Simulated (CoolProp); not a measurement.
Saturation properties of carbon dioxide (Tc = 31.0 °C, pc = 7.377 MPa, ω = 0.224).

Computed with CoolProp (reference Helmholtz-energy equation of state, Span 1996).

```csv
T (°C),p (MPa),enthalpy of vaporisation (kJ/kg),vapour Z
-49.95,0.6837,339.6,0.9028
-45.25,0.8238,331.7,0.8894
-40.45,0.9880,323.2,0.8745
-35.75,1.171,314.6,0.8588
-30.95,1.383,305.4,0.8414
-26.25,1.616,295.9,0.8231
-21.45,1.883,285.6,0.8030
-16.65,2.181,274.8,0.7813
-11.95,2.505,263.5,0.7584
-7.15,2.870,251.2,0.7332
-2.45,3.264,238.1,0.7065
2.35,3.707,223.6,0.6767
```
